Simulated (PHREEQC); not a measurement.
**Brine**

A solution holds 0.365 mol/kgw HCl, 4.2 mol/kgw CaCl2 and 0.22 mol/kgw KBr, at 31 °C. Closed to the air; pH follows from the charge balance.

Equilibrium calculation in PHREEQC: Pitzer model, pitzer.dat.

No solid was allowed to form.

Question: Estimate the pH, activity of water.

Answer: pH -1.17; activity of water 0.569.

In brines, pH and single-ion activities rest on the MacInnes convention.
